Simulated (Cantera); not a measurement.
What does this Cantera script print?

```python
import numpy as np
import cantera as ct

gas_names = [...]  # 116 gases of nasa_gas.yaml made of C, H, Mg, O
cond_names = """
    C(gr) C6H6(L) C7H8(L) C8H18(L),n-octa H2O(s) H2O(L) Mg(cr) Mg(L) MgCO3(s) MgO(s) MgO(L) MgO2H2(s)
""".split()


# ... load() reads the species with a 1 bar reference pressure and builds the phases ...
atoms = {
    'MgO': {'Mg': 1, 'O': 1},
    'CO': {'C': 1, 'O': 1},
    'H2': {'H': 2},
}
top_T = {'C(gr)': 4500}  # K; cautious upper limits of use, not melting points


# ... equilibrate(T, P, feed) seeds the gas with the atoms and calls Mixture.equilibrate('TP', solver="vcs", rtol=1e-11, max_steps=5000) ...
results = []
feed = {'MgO': 1, 'CO': 5.6, 'H2': 5.7}  # mol
P = 44000  # Pa
for T in [875, 975, 1075, 1175, 1275, 1375, 1475, 1575, 1675, 1775]:
    mix = equilibrate(T, P, feed)
    results.append((T, P, feed, dict(zip(mix.species_names, mix.species_moles))))
    x = sorted(zip(gas.X, gas.species_names), reverse=True)
    print(f"T = {T:g} K  P = {P:g} Pa  gas = {mix.phase_moles(0):.4g} mol")
    print("   x: " + "  ".join(f"{s} {v:.3e}" for v, s in x if v > 0.001))
    print("   condensed (mol): " + ("  ".join(f"{mix.phase(i).name} {mix.phase_moles(i):.4g}"
          for i in range(1, mix.n_phases) if mix.phase_moles(i) > 1e-12) or "none"))
```

Result:

```
T = 875 K  P = 44000 Pa  gas = 8.317 mol
   x: H2 4.537e-01  CO 1.876e-01  CO2 1.665e-01  H2O 1.526e-01  CH4 3.954e-02
   condensed (mol): C(gr) 2.326  MgO(s) 1
T = 975 K  P = 44000 Pa  gas = 10.04 mol
   x: H2 4.912e-01  CO 3.835e-01  CO2 6.217e-02  H2O 4.981e-02  CH4 1.334e-02
   condensed (mol): C(gr) 0.9905  MgO(s) 1
T = 1075 K  P = 44000 Pa  gas = 10.96 mol
   x: H2 4.973e-01  CO 4.714e-01  CO2 1.329e-02  H2O 1.304e-02  CH4 4.908e-03
   condensed (mol): C(gr) 0.2347  MgO(s) 1
T = 1175 K  P = 44000 Pa  gas = 11.2 mol
   x: H2 5.009e-01  CO 4.904e-01  H2O 3.746e-03  CO2 2.866e-03  CH4 2.114e-03
   condensed (mol): C(gr) 0.0504  MgO(s) 1
T = 1275 K  P = 44000 Pa  gas = 11.27 mol
   x: H2 5.026e-01  CO 4.943e-01  H2O 1.275e-03  CH4 1.030e-03
   condensed (mol): C(gr) 0.01123  MgO(s) 1
T = 1375 K  P = 44000 Pa  gas = 11.29 mol
   x: H2 5.035e-01  CO 4.952e-01
   condensed (mol): C(gr) 0.002116  MgO(s) 1
T = 1475 K  P = 44000 Pa  gas = 11.29 mol
   x: H2 5.039e-01  CO 4.955e-01
   condensed (mol): MgO(s) 1
T = 1575 K  P = 44000 Pa  gas = 11.3 mol
   x: H2 5.041e-01  CO 4.955e-01
   condensed (mol): MgO(s) 0.9995
T = 1675 K  P = 44000 Pa  gas = 11.3 mol
   x: H2 5.039e-01  CO 4.953e-01
   condensed (mol): MgO(s) 0.9969
T = 1775 K  P = 44000 Pa  gas = 11.31 mol
   x: H2 5.032e-01  CO 4.950e-01
   condensed (mol): MgO(s) 0.9914
```

These are equilibrium values from Cantera (NASA tables, ideal gas, pure condensed phases), not measurements of a reactor.
